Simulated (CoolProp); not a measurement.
Vapour-liquid equilibrium of m-xylene (1) + n-decane (2) at 280.95 °C; x and y are mole fractions of (1).

Model: multi-fluid Helmholtz-energy mixture model, Zhou 2012 and Lemmon 2006; pair parameters Bell 2016, in CoolProp.

| x | bubble pressure (kPa) | y at the bubble point | dew pressure at overall composition x (kPa) | liquid density (mol/L) |
|---|---|---|---|---|
| 0.05 | 877.8 | 0.075 | 866.3 | 3.450 |
| 0.125 | 929.2 | 0.178 | 902.2 | 3.553 |
| 0.2 | 980.4 | 0.274 | 940.4 | 3.662 |
| 0.275 | 1032 | 0.363 | 981.0 | 3.778 |
| 0.35 | 1083 | 0.446 | 1024 | 3.902 |
| 0.425 | 1136 | 0.523 | 1070 | 4.034 |
| 0.5 | 1189 | 0.597 | 1120 | 4.175 |
| 0.575 | 1242 | 0.666 | 1172 | 4.325 |
| 0.65 | 1297 | 0.733 | 1229 | 4.486 |
| 0.725 | 1352 | 0.795 | 1290 | 4.659 |
| 0.8 | 1409 | 0.855 | 1357 | 4.844 |
| 0.875 | 1467 | 0.912 | 1429 | 5.043 |
| 0.95 | 1526 | 0.966 | 1509 | 5.257 |

No azeotrope shows between x = 0.05 and 0.95.

Pair parameters are fitted to limited data, so mixtures are less certain than the pure fluids.
